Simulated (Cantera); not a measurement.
A closed system holds: 1 mol Fe₃O₄, 1 mol HCl, 2.1 mol N₂, at 702 °C and 75.0 Torr.

These are equilibrium values from Cantera (NASA tables, ideal gas, pure condensed phases), not measurements of a reactor. Candidate condensed phases: Fe, FeCl₂, FeCl₃, FeO, Fe(OH)₂, Fe(OH)₃, Fe₂O₃, Fe₃O₄, H₂O, NH₄Cl; 37 gas species. Rates play no part.

Base state: N₂ 0.679, HCl 0.296, H₂O 0.0138, FeCl₂ 0.00899, FeCl₃ 0.00297, Fe₂Cl₄ 0.000143 (mole fractions); condensed: Fe₂O₃(s) + Fe₃O₄(s).

Task: What changes in the equilibrium state with this change: pressure from 75.0 Torr to 750 Torr?

Result: 
```json
[
 {"species": "N₂", "before": "0.679", "after": "0.680"},
 {"species": "HCl", "before": "0.296", "after": "0.289"},
 {"species": "H₂O", "before": "0.0138", "after": "0.0176"},
 {"species": "FeCl₃", "before": "0.00297", "after": "0.00603"},
 {"species": "FeCl₂", "before": "0.00899", "after": "0.00668"},
 {"species": "Fe₂Cl₆", "before": "2.64e-6", "after": "0.000109"},
 {"species": "Fe₂Cl₄", "before": "0.000143", "after": "0.000791"},
 {"species": "Fe₂O₃(s), mol", "before": "0.0240", "after": "0.0158"},
 {"species": "Fe₃O₄(s), mol", "before": "0.971", "after": "0.975"}
]
```
